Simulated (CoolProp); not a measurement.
A single-stage vapour-compression cycle with R134a: evaporating at 207.15 K (dew point), condensing at 270.15 K (bubble point), superheat 5 K, subcooling 5 K, compressor efficiency 0.6, no pressure losses. Each further row changes one setting.

Model: reference Helmholtz-energy equation of state, Tillner-Roth 1994, in CoolProp.

| case | cooling COP | pressure ratio | discharge temperature (K) | refrigerating effect (kJ/kg) | volumetric capacity (kJ/m³) |
|---|---|---|---|---|---|
| as stated | 1.57 | 24.7 | 351.2 | 172 | 106 |
| evaporating temperature 212.15 K | 1.79 | 17.6 | ___ | 175 | ___ |
| condensing temperature 265.15 K | ___ | 20.4 | ___ | 178 | 110 |
| subcooling 10 K | 1.63 | 24.7 | 351.2 | 178 | 110 |
| superheat 15 K | 1.57 | 24.7 | 363.5 | 178 | 105 |
| compressor efficiency 0.5 | 1.31 | 24.7 | 373.8 | 172 | 106 |

Q: Fill in the missing entries.

A: 
- evaporating temperature 212.15 K, discharge temperature (K): 342.3
- evaporating temperature 212.15 K, volumetric capacity (kJ/m³): 149
- condensing temperature 265.15 K, cooling COP: 1.75
- condensing temperature 265.15 K, discharge temperature (K): 342.8
